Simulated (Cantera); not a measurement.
## Ammonia decomposition in nitride growth gas

An isothermal, constant-pressure homogeneous reactor starts with 19.6 % NH3, 80.4 % N2, at 1748 K and 13300 Pa.

Detailed kinetics in Cantera: the gas-phase N/H chemistry of the illustrative SiF4/NH3 mechanism in the Surface Chemkin manual (1991). Walls and surfaces, which speed up NH3 decomposition in real reactors, are not modelled.

| t (s) | x NH3 | x N | x NH2 | x N2H4 | x N2 | x H | x NH |
|---|---|---|---|---|---|---|---|
| 3.00e-5 | 0.196 | <1e-12 | 6.77e-7 | <1e-12 | 0.804 | 3.45e-8 | 8.35e-12 |
| 7.05e-5 | 0.196 | <1e-12 | 1.64e-6 | 1.54e-12 | 0.804 | 3.45e-8 | 5.64e-11 |
| 0.000166 | 0.196 | <1e-12 | 3.89e-6 | 9.36e-12 | 0.804 | 3.45e-8 | 4.08e-10 |
| 0.000389 | 0.196 | 1.10e-12 | 9.18e-6 | 5.38e-11 | 0.804 | 3.47e-8 | 3.18e-9 |
| 0.000915 | 0.196 | 1.68e-11 | 2.16e-5 | 3.01e-10 | 0.804 | 3.62e-8 | 2.34e-8 |
| 0.00215 | 0.196 | 1.27e-10 | 5.03e-5 | 1.64e-9 | 0.804 | 4.59e-8 | 1.26e-7 |
| 0.00505 | 0.196 | 5.28e-10 | 0.000111 | 8.04e-9 | 0.804 | 1.02e-7 | 4.35e-7 |
| 0.0119 | 0.196 | 2.11e-9 | 0.000179 | 2.08e-8 | 0.804 | 3.22e-7 | 8.63e-7 |
| 0.0279 | 0.195 | 5.78e-9 | 0.000187 | 2.27e-8 | 0.804 | 7.95e-7 | 1.03e-6 |
| 0.0656 | 0.192 | 1.48e-8 | 0.000179 | 2.09e-8 | 0.803 | 1.81e-6 | 1.20e-6 |
| 0.154 | 0.187 | 3.56e-8 | 0.000166 | 1.80e-8 | 0.802 | 4.01e-6 | 1.45e-6 |
| 0.362 | 0.175 | 7.01e-8 | 0.000149 | 1.45e-8 | 0.799 | 8.70e-6 | 1.69e-6 |
| 0.851 | 0.151 | 1.05e-7 | 0.000128 | 1.07e-8 | 0.792 | 1.84e-5 | 1.77e-6 |
| 2.00 | 0.110 | 1.24e-7 | 9.86e-5 | 6.34e-9 | 0.782 | 3.72e-5 | 1.63e-6 |
x: mole fraction; the columns are a selection and need not sum to one.

Equilibrium at this temperature and pressure: NH3 4.56e-7, N 3.34e-11, NH2 1.51e-9, N2H4 <1e-12, N2 0.754, H 0.000312, NH 1.02e-10 (gas phase only).
